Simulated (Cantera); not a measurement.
A closed system holds: 1 mol C6H6, 0.3 mol O2, 2.2 mol NH3, at 8.10 mbar.

These are equilibrium values from Cantera (NASA tables, ideal gas, pure condensed phases), not measurements of a reactor. Candidate condensed phases: C, C6H6, C7H8, C8H18, H2O; 136 gas species. The numbers say what is thermodynamically allowed, not how fast it happens.

x: gas mole fraction; n: condensed amount in mol.

| T (°C) | x H2 | x H | x N2 | x CO | x HCN | n C(graphite) |
|---|---|---|---|---|---|---|
| 650 | 0.786 | 2.41e-9 | 0.138 | 0.0741 | 4.48e-7 | 5.40 |
| 850 | 0.787 | ___ | 0.138 | 0.0750 | ___ | 5.40 |
| 1050 | 0.787 | 1.56e-5 | 0.137 | 0.0750 | 8.43e-5 | 5.40 |
| 1250 | 0.787 | 0.000228 | 0.137 | 0.0750 | 0.000408 | 5.40 |
| 1450 | 0.785 | 0.00180 | 0.137 | 0.0749 | 0.00136 | 5.39 |
| 1650 | 0.777 | ___ | 0.135 | 0.0747 | ___ | 5.36 |
| 1850 | 0.751 | 0.0346 | 0.131 | 0.0737 | 0.00730 | 5.32 |
| 2050 | 0.687 | 0.100 | 0.124 | 0.0712 | 0.0128 | 5.22 |
| 2250 | 0.563 | 0.232 | 0.111 | 0.0663 | 0.0187 | 5.08 |
| 2450 | 0.381 | 0.425 | 0.0940 | 0.0588 | 0.0224 | 4.84 |

Task: Some entries are withheld; supply them.

Result: 
- 850, x H: 4.20e-7
- 850, x HCN: 9.85e-6
- 1650, x H: 0.00923
- 1650, x HCN: 0.00348
